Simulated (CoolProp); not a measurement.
CF4 (R14) at 298.15 K and 1.99 MPa is throttled through a valve to 0.667 MPa with no heat exchange. Each further row changes one setting.

Computed with CoolProp (reference Helmholtz-energy equation of state, Platzer 1990). This equation is an older, rougher fit.

| case | temperature change (K) | final density (kg/m³) |
|---|---|---|
| as stated | (withheld) | (withheld) |
| outlet pressure 0.2 MPa | -10.2 | 7.41 |
| outlet pressure 0.867 MPa | (withheld) | (withheld) |

**Question.** What belongs in the gaps?

**Answer.** 
- as stated, temperature change (K): -7.5
- as stated, final density (kg/m³): 25.0
- outlet pressure 0.867 MPa, temperature change (K): -6.3
- outlet pressure 0.867 MPa, final density (kg/m³): 32.6
